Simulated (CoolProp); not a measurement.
A simple Rankine cycle with trans-2-butene: condensing at 309.15 K, boiler at 1.41 MPa, turbine inlet 371.8 K, turbine efficiency 0.85, pump efficiency 0.7, no recuperator. Each further row changes one setting.

The numbers come from the reference Helmholtz-energy equation of state, Lemmon 2005 in CoolProp. It is a short technical equation, of lower accuracy than the large ones.

| case | thermal efficiency (%) | net work (kJ/kg) | heat in (kJ/kg) | turbine exit temperature (K) | volume ratio over the turbine |
|---|---|---|---|---|---|
| as stated | 11.5 | 50.9 | 443 | 321.9 | 4.56 |
| turbine inlet 391.8 K | 11.5 | 56.4 | … | … | … |
| condensing temperature 301.15 K | 12.9 | 59.5 | 462 | 315.2 | … |
| boiler pressure 0.987 MPa | 9.1 | 42.1 | … | 337.0 | … |
| turbine efficiency 0.75 | 10.1 | 44.6 | 443 | 325.5 | 4.62 |

Complete the blanks.


- turbine inlet 391.8 K, heat in (kJ/kg): 489
- turbine inlet 391.8 K, turbine exit temperature (K): 344.3
- turbine inlet 391.8 K, volume ratio over the turbine: 4.41
- condensing temperature 301.15 K, volume ratio over the turbine: 5.75
- boiler pressure 0.987 MPa, heat in (kJ/kg): 461
- boiler pressure 0.987 MPa, volume ratio over the turbine: 3.03
